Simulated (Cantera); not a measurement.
## N2O furnace oxynitridation

An isothermal, constant-pressure homogeneous reactor starts with 79.4 % N2O, 20.6 % H2O, at 1623 K and 20.0 Torr.

Computed with Cantera and GRI-Mech 3.0 (53 species, 325 reactions). GRI-Mech 3.0 was tuned for natural gas; its chemistry of N2O as a main component is partial and can be far from experiment. Radical loss at walls, strong at low pressure, is not modelled. The temperature is held fixed by assumption; the heat of reaction is taken as removed at once.

```
t (s)       x N2O  x H2O    x HO2     x NO2       x O     x NO   x H2O2
--------  -------  -----  -------  --------  --------  -------  -------
0.000800    0.784  0.205  4.45e-5   8.46e-6  0.000281  0.00140  4.42e-7
0.00180     0.771  0.204  4.29e-5   4.15e-5  0.000289  0.00342  4.00e-7
0.00405     0.742  0.202  3.87e-5  0.000134  0.000287  0.00774  3.54e-7
0.00912     0.684  0.197  3.20e-5  0.000299  0.000281   0.0165  2.84e-7
0.0205      0.573  0.189  2.25e-5  0.000461  0.000269   0.0328  1.92e-7
0.0462      0.398  0.176  1.22e-5  0.000472  0.000248   0.0577  1.02e-7
0.104       0.193  0.161  4.61e-6  0.000284  0.000217   0.0849  4.04e-8
0.234      0.0461  0.150  1.04e-6   9.42e-5  0.000182    0.102  1.31e-8
0.526     0.00267  0.147  2.44e-7   4.43e-5  0.000126    0.106  6.15e-9
1.18      2.36e-5  0.147  2.29e-7   6.74e-5   5.80e-5    0.106  4.67e-9
2.67      1.81e-6  0.147  2.30e-7   6.85e-5   5.65e-5    0.106  4.65e-9
6.00      1.80e-6  0.147  2.30e-7   6.83e-5   5.65e-5    0.106  4.65e-9
```
x: mole fraction; the columns are a selection and need not sum to one.

Equilibrium at this temperature and pressure: N2O 1.73e-8, H2O 0.147, HO2 2.68e-7, NO2 1.51e-6, O 6.23e-5, NO 0.00211, H2O2 5.15e-9 (gas phase only).
